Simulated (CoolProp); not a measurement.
Cyclopentane along the isobar 93.1 bar: Z from the reference equation and from simpler models built on Tc = 238.6 °C, pc = 45.83 bar, ω = 0.202; each cubic takes its own stable root.

Model: reference Helmholtz-energy equation of state, Gedanitz 2015, in CoolProp.

| T (°C) | phase | reference | van der Waals | Redlich-Kwong | Soave-Redlich-Kwong | Peng-Robinson |
|---|---|---|---|---|---|---|
| 144.95 | liquid | 0.3005 | 0.4438 | 0.3234 | 0.3155 | 0.2798 |
| 159.55 | liquid | 0.2988 | 0.4386 | 0.3232 | 0.3155 | 0.2799 |
| 174.25 | liquid | 0.2982 | 0.4347 | 0.3244 | 0.3170 | 0.2815 |
| 188.95 | liquid | 0.2988 | 0.4320 | 0.3272 | 0.3205 | 0.2850 |
| 203.55 | liquid | 0.3008 | 0.4308 | 0.3318 | 0.3261 | 0.2906 |
| 218.25 | liquid | 0.3046 | 0.4311 | 0.3386 | 0.3346 | 0.2991 |
| 232.85 | liquid | 0.3109 | 0.4331 | 0.3483 | 0.3469 | 0.3113 |
| 247.55 | supercritical | 0.3211 | 0.4371 | 0.3616 | 0.3644 | 0.3289 |
| 262.15 | supercritical | 0.3373 | 0.4434 | 0.3797 | 0.3890 | 0.3539 |
| 276.85 | supercritical | 0.3645 | 0.4527 | 0.4043 | 0.4236 | 0.3891 |
